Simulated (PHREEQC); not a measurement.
Hard or scaling water: an equilibrium model

Solution (10 °C): 6.6 mmol/kgw CaSO4 and 22 mmol/kgw NaCl. It is in equilibrium with CO2 at log p = -1 (atm). Otherwise closed; pH follows from the charge balance.

Equilibrium calculation in PHREEQC: ion-association model, phreeqc.dat.

```
Quantity                      Result
--------------------  --------------
pH                              4.39
ionic strength        0.0435 mol/kgw
specific conductance      2460 µS/cm
```

```csv
species,molality,activity,log γ
Cl-,0.0220,0.0182,-0.083
Na+,0.0217,0.0182,-0.078
Ca+2,0.00550,0.00274,-0.303
CO2,0.00532,0.00537,0.004
SO4-2,0.00524,0.00256,-0.312
CaSO4,0.00110,0.00111,0.004
NaSO4-,0.000251,0.000211,-0.076
HCO3-,5.43e-5,4.56e-5,-0.076
H+,4.70e-5,4.05e-5,-0.064
HSO4-,8.91e-6,7.42e-6,-0.079
CaHCO3+,1.37e-6,1.16e-6,-0.074
NaHCO3,5.05e-7,5.10e-7,0.004
(CO2)2,3.06e-7,3.09e-7,0.004
```

No solid was allowed to form. Species that the database lacks are ignored. Constants without temperature data keep their 25 °C values here.
